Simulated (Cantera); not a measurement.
Feed: 1 mol NH3, 0.0092 mol SO2, 0.072 mol H2, 0.0066 mol H2S, at 10.0 mbar.

Cantera equilibrium calculation (NASA polynomials, part measured and part estimated; ideal gas, pure solids and liquids). Candidate condensed phases: H2O, H2SO4, S; 35 gas species. Equilibrium is a limit: real reactors are often held back by kinetics, nucleation or transport.

x: gas mole fraction; nothing condenses.

```tsv
T (K)	x H2	x N2	x H	x H2O	x H2S	x S
1673	0.744	0.240	0.000982	0.00882	0.00432	___
1748	0.743	0.240	0.00197	0.00881	0.00352	___
1823	0.742	0.239	0.00373	0.00878	0.00282	___
1898	0.739	0.239	0.00672	0.00874	0.00221	___
1973	0.735	0.238	0.0116	0.00869	0.00171	___
2048	0.729	0.237	0.0191	0.00861	0.00129	___
2123	0.719	0.236	0.0304	0.00850	0.000949	___
2198	0.704	0.234	0.0467	0.00835	0.000677	___
```

Q: Some entries are withheld; supply them.

A: 
- 1673, x S: 8.35e-5
- 1748, x S: 0.000176
- 1823, x S: 0.000338
- 1898, x S: 0.000596
- 1973, x S: 0.000972
- 2048, x S: 0.00147
- 2123, x S: 0.00208
- 2198, x S: 0.00275
